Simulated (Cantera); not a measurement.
# n-butane + H₂ + N₂ (carbon deposition, reforming and gasification)

A closed system holds: 1 mol n-butane, 22 mol H₂, 1.9 mol N₂, held at 58.0 bar.

Method: chemical equilibrium by Gibbs-energy minimisation in Cantera with the NASA 1993 tables (ideal gas, pure condensed phases). Candidate condensed phases: C, C₆H₆, C₇H₈, C₈H₁₈; 92 gas species. The ideal-gas law is rough above about 30 bar. Rates play no part.

```csv
T (K),x H₂,x CH₄,x N₂,x HCN,x C₂H₂ (acetylene),x H,n C(graphite)
1348,0.762,0.161,0.0758,6.28e-5,6.11e-7,2.65e-7,0
1448,0.801,0.124,0.0735,0.000175,3.81e-6,1.08e-6,0.797
1548,0.843,0.0846,0.0709,0.000359,1.32e-5,3.71e-6,1.73
1648,0.871,0.0589,0.0691,0.000670,3.89e-5,1.09e-5,2.36
1748,0.888,0.0421,0.0677,0.00116,0.000100,2.83e-5,2.78
1848,0.900,0.0309,0.0666,0.00189,0.000232,6.60e-5,3.05
1948,0.907,0.0233,0.0656,0.00291,0.000489,0.000141,3.21
2048,0.911,0.0180,0.0645,0.00430,0.000955,0.000281,3.28
2148,0.913,0.0143,0.0633,0.00609,0.00175,0.000523,3.28
2248,0.913,0.0115,0.0619,0.00834,0.00302,0.000922,3.21
2348,0.911,0.00940,0.0602,0.0111,0.00498,0.00155,3.06
2448,0.907,0.00780,0.0582,0.0142,0.00784,0.00249,2.83
2548,0.900,0.00654,0.0560,0.0179,0.0119,0.00385,2.50
```
x: gas mole fraction; n: condensed amount in mol.

At 1348 K nothing is condensed. From 1448 K to 2548 K the condensed part is C(graphite). The main C-bearing gas is CH₄ at 1348 K and C₂H₂ (acetylene) at 2548 K.
